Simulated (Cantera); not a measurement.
What does this Cantera script print?

```python
import numpy as np
import cantera as ct

gas = ct.Solution("gri30.yaml")
gas.TPX = 1348, 39000, {'H2': 1.8, 'O2': 1, 'N2': 4.2}
reactor = ct.IdealGasConstPressureReactor(gas, energy="off", clone=False)
net = ct.ReactorNet([reactor])
net.rtol, net.atol = 1e-08, 1e-18
show = ['H2', 'O2', 'HO2', 'NO2', 'H2O2', 'H2O']
times = np.geomspace(7e-06, 3, 15)

steps = ct.SolutionArray(gas, extra=["t"])
rows = []
print(f"{'t/s':>10s}{'T/K':>9s}{'P/Pa':>11s}" + "".join(f"{s:>11s}" for s in show))
for t in times:
    while net.time < t:
        t_next = net.step()
        steps.append(gas.state, t=t_next)
    rows.append([np.interp(t, steps.t, y) for y in (steps.T, steps.P, *steps(*show).X.T)])
    print(f"{t:10.3e}{rows[-1][0]:9.1f}{rows[-1][1]:11.4g}" + "".join(f"{x:11.3e}" for x in rows[-1][2:]))
rate = np.gradient(steps.T, steps.t)
print("integrator steps:", len(steps.t))
if steps.T.max() > steps.T[0] + 200:
    print(f"time of steepest temperature rise: {steps.t[rate.argmax()]:.4e} s")
gas.TPX = 1348, 39000, {'H2': 1.8, 'O2': 1, 'N2': 4.2}
gas.equilibrate("TP")
print(f"equilibrium (TP): T = {gas.T:.1f} K  " + "  ".join(f"{s} {gas[s].X[0]:.3e}" for s in show))
```

Result:

```
       t/s      T/K       P/Pa         H2         O2        HO2        NO2       H2O2        H2O
 7.000e-06   1348.0    3.9e+04  2.571e-01  1.429e-01  8.563e-08  1.297e-23  5.551e-10  1.202e-07
 1.768e-05   1348.0    3.9e+04  2.571e-01  1.429e-01  2.831e-07  3.186e-21  3.748e-09  3.413e-06
 4.463e-05   1348.0    3.9e+04  2.523e-01  1.408e-01  1.844e-05  2.464e-14  2.510e-07  3.331e-03
 1.127e-04   1348.0    3.9e+04  3.563e-02  4.202e-02  1.704e-05  6.212e-10  2.403e-06  1.955e-01
 2.846e-04   1348.0    3.9e+04  2.029e-02  2.781e-02  1.319e-05  1.573e-09  2.556e-06  2.542e-01
 7.187e-04   1348.0    3.9e+04  7.673e-03  1.988e-02  9.340e-06  3.353e-09  1.876e-06  2.823e-01
 1.815e-03   1348.0    3.9e+04  2.010e-03  1.709e-02  5.931e-06  1.094e-08  9.413e-07  2.919e-01
 4.583e-03   1348.0    3.9e+04  3.937e-04  1.645e-02  2.300e-06  3.783e-08  3.345e-07  2.943e-01
 1.157e-02   1348.0    3.9e+04  7.140e-05  1.637e-02  5.463e-07  7.403e-08  9.761e-08  2.949e-01
 2.922e-02   1348.0    3.9e+04  1.512e-05  1.637e-02  1.257e-07  7.343e-08  2.837e-08  2.950e-01
 7.379e-02   1348.0    3.9e+04  4.148e-06  1.637e-02  3.674e-08  5.037e-08  9.325e-09  2.950e-01
 1.863e-01   1348.0    3.9e+04  1.511e-06  1.637e-02  1.641e-08  3.730e-08  3.712e-09  2.951e-01
 4.705e-01   1348.0    3.9e+04  8.365e-07  1.638e-02  1.216e-08  3.601e-08  2.103e-09  2.951e-01
 1.188e+00   1348.0    3.9e+04  7.360e-07  1.638e-02  1.165e-08  3.662e-08  1.849e-09  2.951e-01
 3.000e+00   1348.0    3.9e+04  7.340e-07  1.638e-02  1.164e-08  3.664e-08  1.844e-09  2.951e-01
integrator steps: 1967
equilibrium (TP): T = 1348.0 K  H2 7.353e-07  O2 1.632e-02  HO2 1.161e-08  NO2 2.184e-07  H2O2 1.841e-09  H2O 2.951e-01
```

Computed with Cantera and GRI-Mech 3.0 (53 species, 325 reactions). The temperature is held fixed by assumption; the heat of reaction is taken as removed at once.
